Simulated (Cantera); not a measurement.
Mixture: 12.4 % CH4, 3.36 % CO, 16.5 % O2, 46.5 % N2, 21.1 % CO2, equivalence ratio 1.6, at 750 Torr, adiabatic and at constant pressure. Ignition delay is the time to a rise of 400 K.

Cantera simulation using GRI-Mech 3.0 (53 species, 325 reactions); the numbers are that mechanism's predictions, not measurements.

Q: Predict: delay at 1025 K; delay at 1100 K; delay at 1175 K; delay at 1250 K; delay at 1325 K; delay at 1400 K; apparent activation energy between 1250 and 1400 K.

A: 
- delay at 1025 K = 1.66 s
- delay at 1100 K = 0.440 s
- delay at 1175 K = 0.131 s
- delay at 1250 K = 42.8 ms
- delay at 1325 K = 15.2 ms
- delay at 1400 K = 5.77 ms
- apparent activation energy between 1250 and 1400 K = 190 kJ/mol
